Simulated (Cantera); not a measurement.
Mixture: 13.4 % CH₄, 1.74 % CO, 17.3 % O₂, 67.5 % N₂, equivalence ratio 1.6, at 2.80 bar, adiabatic and at constant volume. Ignition delay is the time to a rise of 400 K.

Cantera simulation using GRI-Mech 3.0 (53 species, 325 reactions); the numbers are that mechanism's predictions, not measurements.

Question: Predict: delay at 1025 K; delay at 1225 K; delay at 1425 K; delay at 1625 K; apparent activation energy between 1525 and 1725 K.

Answer: 
```
Quantity                                                Result
--------------------------------------------------  ----------
delay at 1025 K                                        0.419 s
delay at 1225 K                                        18.7 ms
delay at 1425 K                                        1.51 ms
delay at 1625 K                                       0.191 ms
apparent activation energy between 1525 and 1725 K  200 kJ/mol
```
